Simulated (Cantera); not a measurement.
A closed system holds: 1 mol Cu₂O, 0.84 mol C, 3.4 mol H₂, held at 1 atm.

Cantera equilibrium calculation (NASA polynomials, part measured and part estimated; ideal gas, pure solids and liquids). Candidate condensed phases: C, C₆H₆, C₇H₈, C₈H₁₈, Cu, CuO, Cu(OH)₂, Cu₂O, H₂O; 113 gas species. The numbers say what is thermodynamically allowed, not how fast it happens. All values below are at 1423 K.

Base state: H₂ 0.768, CO 0.194, H₂O 0.0340, CO₂ 0.00379, CH₄ 3.13e-5 (mole fractions); condensed: Cu(l).

Question: What changes in the equilibrium state with this change: Cu₂O replaced by PbO?

Answer: 
```
species      before    after
----------  -------  -------
H₂            0.768    0.759
CO            0.194    0.192
H₂O          0.0340   0.0336
Pb                0   0.0111
CH₄         3.13e-5  3.02e-5
CO₂         0.00379  0.00375
Cu(l), mol     2.00        0
Pb(l), mol        0    0.953
```
Further candidate phases: Pb, PbO, PbO₂, Pb₃O₄.
